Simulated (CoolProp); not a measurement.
A closed Brayton cycle with carbon dioxide: compressor inlet 307.15 K and 8.9 MPa, high pressure 21.3 MPa, turbine inlet 965 K, compressor efficiency 0.8, turbine efficiency 0.93, recuperator effectiveness 0.8 (on enthalpy, no pinch check). Each further row changes one setting.

Model: reference Helmholtz-energy equation of state, Span 1996, in CoolProp.

```json
[
 {"case": "as stated", "thermal efficiency (%)": "30.8", "net work (kJ/kg)": "120", "compressor to turbine work": "0.15", "compressor exit (K)": "330.9", "turbine exit (K)": "845.3"},
 {"case": "turbine inlet 915 K", "thermal efficiency (%)": "30.2", "net work (kJ/kg)": "113", "compressor to turbine work": "0.16", "compressor exit (K)": "330.9", "turbine exit (K)": "799.5"},
 {"case": "compressor inlet 317.15 K", "thermal efficiency (%)": "30.8", "net work (kJ/kg)": "106", "compressor to turbine work": "0.25", "compressor exit (K)": "375.2", "turbine exit (K)": "845.3"},
 {"case": "high pressure 18.1 MPa", "thermal efficiency (%)": "27.5", "net work (kJ/kg)": "101", "compressor to turbine work": "0.14", "compressor exit (K)": "325.8", "turbine exit (K)": "867.0"},
 {"case": "recuperator effectiveness 0.5", "thermal efficiency (%)": "20.7", "net work (kJ/kg)": "120", "compressor to turbine work": "0.15", "compressor exit (K)": "330.9", "turbine exit (K)": "845.3"}
]
```
